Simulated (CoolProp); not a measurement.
Saturation properties of carbon dioxide.

Model: reference Helmholtz-energy equation of state, Span 1996, in CoolProp.

```csv
T (K),p (bar),liquid density (kg/m³),vapour density (kg/m³),enthalpy of vaporisation (kJ/kg),surface tension (mN/m)
231,9.273,1125,24.15,[?],[?]
235.9,11.10,1106,28.83,317.4,12.1
240.8,13.18,[?],34.23,308.1,11.0
245.7,15.54,1065,40.44,298.3,9.94
250.6,18.19,1043,47.57,288.0,[?]
255.5,21.16,1021,55.78,277.1,[?]
260.4,24.47,996.9,65.24,265.5,6.91
265.3,28.14,971.7,76.19,253.0,5.95
```

**Question.** Complete the blanks.

**Answer.** 
- 231, enthalpy of vaporisation (kJ/kg): 326.3
- 231, surface tension (mN/m): 13.2
- 240.8, liquid density (kg/m³): 1086
- 250.6, surface tension (mN/m): 8.90
- 255.5, surface tension (mN/m): 7.89

Surface tension comes from a separate correlation (Mulero 2012).
